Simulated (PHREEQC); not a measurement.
Reverse-osmosis reject (model solution)

A made-up water analysis in mg/kgw, 85 °C, pH 8.42:

| constituent | mg/kgw |
|---|---|
| Na | 2460 |
| K | 106 |
| Ca | 3.51 |
| Mg | 9.84 |
| Cl | 3860 |
| S(6) as SO4 | 106 |
| Alkalinity as HCO3 | 80.7 |
| B | 0.328 |

Valence states are taken as typed.

Model: Pitzer model, pitzer.dat, run in PHREEQC.

ionic strength: 0.113 mol/kgw
specific conductance: 30400 µS/cm
density: 0.973 g/cm³
osmotic coefficient: 0.921
charge-balance error: -0.8 %

```json
[
 {"species": "Cl-", "molality": "0.109", "activity": "0.0803", "log γ": "-0.132"},
 {"species": "Na+", "molality": "0.107", "activity": "0.0806", "log γ": "-0.123"},
 {"species": "K+", "molality": "0.00271", "activity": "0.00201", "log γ": "-0.129"},
 {"species": "SO4-2", "molality": "0.00110", "activity": "0.000282", "log γ": "-0.593"},
 {"species": "HCO3-", "molality": "0.00107", "activity": "0.000840", "log γ": "-0.105"},
 {"species": "Mg+2", "molality": "0.000396", "activity": "0.000123", "log γ": "-0.507"},
 {"species": "OH-", "molality": "0.000115", "activity": "8.39e-5", "log γ": "-0.138"},
 {"species": "Ca+2", "molality": "8.76e-5", "activity": "2.49e-5", "log γ": "-0.547"},
 {"species": "CO3-2", "molality": "6.02e-5", "activity": "1.60e-5", "log γ": "-0.575"},
 {"species": "B(OH)3", "molality": "2.48e-5", "activity": "2.48e-5", "log γ": "-0.001"},
 {"species": "CO2", "molality": "6.99e-6", "activity": "7.12e-6", "log γ": "0.008"},
 {"species": "B(OH)4-", "molality": "5.49e-6", "activity": "3.75e-6", "log γ": "-0.166"},
 {"species": "MgOH+", "molality": "4.52e-6", "activity": "3.92e-6", "log γ": "-0.061"},
 {"species": "MgCO3", "molality": "4.20e-6", "activity": "4.20e-6", "log γ": "0.000"},
 {"species": "MgB(OH)4+", "molality": "1.59e-8", "activity": "1.16e-8", "log γ": "-0.138"},
 {"species": "CaB(OH)4+", "molality": "5.77e-9", "activity": "4.16e-9", "log γ": "-0.142"}
]
```

Precipitation was switched off in this run. Complexes and solids missing from the database can't appear. At this temperature some constants are extrapolated from 25 °C, and those without enthalpy data are left unchanged.
